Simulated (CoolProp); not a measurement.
A closed Brayton cycle with nitrogen: compressor inlet 316.15 K and 4 MPa, high pressure 8.66 MPa, turbine inlet 875 K, compressor efficiency 0.8, turbine efficiency 0.9, recuperator effectiveness 0 (on enthalpy, no pinch check). Each further row changes one setting.

Model: reference Helmholtz-energy equation of state, Span 2000, in CoolProp.

```
case                           thermal efficiency (%)  net work (kJ/kg)  compressor to turbine work  compressor exit (K)  turbine exit (K)
-----------------------------  ----------------------  ----------------  --------------------------  -------------------  ----------------
as stated                                        12.5              64.2                        0.62                414.4             729.3
turbine inlet 825 K                              12.0              54.6                  (withheld)                414.4             686.3
compressor inlet 326.15 K                        12.2              60.8                  (withheld)                427.5             729.3
high pressure 7.36 MPa                     (withheld)        (withheld)                        0.59                391.9             757.9
recuperator effectiveness 0.5                    18.8              64.2                        0.62                414.4             729.3
```

Q: Some entries are withheld; supply them.

A: 
- turbine inlet 825 K, compressor to turbine work: 0.65
- compressor inlet 326.15 K, compressor to turbine work: 0.64
- high pressure 7.36 MPa, thermal efficiency (%): 10.3
- high pressure 7.36 MPa, net work (kJ/kg): 55.4
